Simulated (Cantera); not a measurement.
CH4 + CO2 (carbon deposition, reforming and gasification)

A closed system holds: 1 mol CH4, 1.7 mol CO2.

These are equilibrium values from Cantera (NASA tables, ideal gas, pure condensed phases), not measurements of a reactor. Candidate condensed phases: C, C6H6, C7H8, C8H18, H2O; 110 gas species. The ideal-gas law is rough above about 30 bar. Equilibrium is a limit: real reactors are often held back by kinetics, nucleation or transport.

Q: Map the stable condensed phases over T = 325, 375, 425, 475, 525, 575, 625, 675, 725, 775, 825, 875, 925, 975 °C and P in Pa = 10, 40, 160, 630, 2500, 10000, 40000, 160000, 630000, 2500000, 10000000.

A: 
```
T in °C \ P in Pa
               10       40      160      630     2500    10000    40000   160000   630000  2500000 10000000
    975         A        A        A        A        A        A        A        A        A        A        B
    925         A        A        A        A        A        A        A        A        A        B        B
    875         A        A        A        A        A        A        A        A        A        B        B
    825         A        A        A        A        A        A        A        A        B        B        B
    775         A        A        A        A        A        A        A        A        B        B        B
    725         A        A        A        A        A        A        A        B        B        B        B
    675         A        A        A        A        A        A        B        B        B        B        B
    625         A        A        A        A        A        B        B        B        B        B        B
    575         A        A        A        A        A        B        B        B        B        B        B
    525         A        A        A        B        B        B        B        B        B        B        B
    475         A        A        B        B        B        B        B        B        B        B        B
    425         A        B        B        B        B        B        B        B        B        B        B
    375         B        B        B        B        B        B        B        B        B        B        B
    325         B        B        B        B        B        B        B        B        B        B        B
```
A: gas only; B: C.
